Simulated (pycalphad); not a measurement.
CALPHAD calculation (pycalphad, COST 507 light-alloy database (1999)), 1 atm. No gas phase is included, though pure Mg would boil below 1377 °C. The database dates from 1999; later assessments differ in places, in temperatures and in the compounds included. Diffusion is slow at the low end, where real alloys seldom reach equilibrium.

Question: How does the equilibrium phase assembly of Mg-91.41Si (wt.%) change on cooling from 1377 °C to 77 °C?

Answer: 
```tsv
T (°C)	phases above	phases below
1338.6	LIQUID	DIAMOND_A4 + LIQUID
943.5	DIAMOND_A4 + LIQUID	DIAMOND_A4 + MG2SI
```
Changes were sought between steps of 25 K, so a narrower field can be missed.

Database names, with the compositions (at.%) that they take in these runs: MG2SI: Mg 67 Si 33. DIAMOND_A4 is diamond (Si).
